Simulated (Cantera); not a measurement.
Cantera with NASA thermochemical tables; ideal gases at 1 bar, condensed phases pure. Values are per mole of reaction as written; species without (g) are pure solids or liquids, kept so even where they would boil at 1 bar.

Task: Between 900 and 1900 K, where is each reaction favourable under standard conditions?
- NO(g) + V2O4 + 3 H(g) → NH3(g) + V2O5

Result: 
- NO(g) + V2O4 + 3 H(g) → NH3(g) + V2O5: ΔG° is -585 kJ at 900 K and -243 kJ at 1900 K; it stays negative (K > 1). ΔH° is -1005 kJ and ΔS° -401 J/K at 1900 K.
